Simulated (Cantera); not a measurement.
Feed: 1 mol ZrO₂, 8.8 mol H₂, equilibrated at 1050 °C and 0.0140 bar.

Method: chemical equilibrium by Gibbs-energy minimisation in Cantera with the NASA 1993 tables (ideal gas, pure condensed phases). Candidate condensed phases: H₂O, Zr, ZrO₂; 12 gas species. Equilibrium is a limit: real reactors are often held back by kinetics, nucleation or transport.

Base state: H₂ 1.000, H 1.34e-5 (mole fractions); condensed: ZrO₂(monoclinic).

**Question.** What changes in the equilibrium state with this change: ZrO₂ replaced by NiS?

**Answer.** 
| species | before | after |
|---|---|---|
| H₂ | 1.000 | 0.963 |
| H₂S | 0 | 0.0355 |
| S₂ | 0 | 0.00105 |
| SH | 0 | 0.000233 |
| H | 1.34e-5 | 1.32e-5 |
| ZrO₂(monoclinic), mol | 1.00 | 0 |
| Ni₃S₂(l), mol | 0 | 0.333 |
Further candidate phases: Ni, NiS, NiS₂, Ni₃S₂, Ni₃S₄, S.
